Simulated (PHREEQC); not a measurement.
Dissolve 0.0051 mol/kgw H2SO4 and 0.0035 mol/kgw Al2(SO4)3 at 19 °C. Closed to the air; pH follows from the charge balance.

Equilibrium calculation in PHREEQC: ion-association model, wateq4f.dat.

No solid was allowed to form.

Order these S species by the share of S that they hold, largest first: AlSO4+, SO4-2, Al(SO4)2-, HSO4-.

SO4-2 (44 %), AlSO4+ (33 %), HSO4- (16 %), Al(SO4)2- (7.5 %)

Order these Al species by the share of Al that they hold, largest first: Al+3, Al(SO4)2-, AlSO4+.

AlSO4+ (73 %), Al+3 (19 %), Al(SO4)2- (8.3 %)

The pH is 2.17 and the ionic strength 0.0274 mol/kgw.
